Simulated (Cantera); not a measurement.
Mixture: C2H4 : O2 : N2 : H2O = 1 : 2.5 : 9.4 : 0.83 (molar parts), equivalence ratio 1.2, at 7.30 bar, adiabatic and at constant pressure. Ignition delay is the time to a rise of 400 K.

Cantera simulation using GRI-Mech 3.0 (53 species, 325 reactions); the numbers are that mechanism's predictions, not measurements. GRI-Mech 3.0 was tuned for natural gas; its chemistry of ethylene as a main component is partial and can be far from experiment.

Problem. What does this change do: pressure from 7.30 bar to 10.0 bar?

Solution. 
```tsv
quantity	before	after
delay at 1073 K	8.01 ms	6.05 ms
delay at 1148 K	2.00 ms	1.73 ms
delay at 1223 K	0.417 ms	0.405 ms
delay at 1298 K	92.8 µs	95.9 µs
delay at 1373 K	24.5 µs	25.6 µs
delay at 1448 K	9.63 µs	8.94 µs
delay at 1523 K	5.40 µs	4.55 µs
apparent activation energy between 1373 and 1523 K	180 kJ/mol	200 kJ/mol
```

Problem. What does this change do: constant volume in place of constant pressure?

Solution. 
```csv
quantity,before,after
delay at 1073 K,8.01 ms,7.98 ms
delay at 1148 K,2.00 ms,1.99 ms
delay at 1223 K,0.417 ms,0.415 ms
delay at 1298 K,92.8 µs,91.6 µs
delay at 1373 K,24.5 µs,23.8 µs
delay at 1448 K,9.63 µs,9.16 µs
delay at 1523 K,5.40 µs,5.06 µs
apparent activation energy between 1373 and 1523 K,180 kJ/mol,180 kJ/mol
```
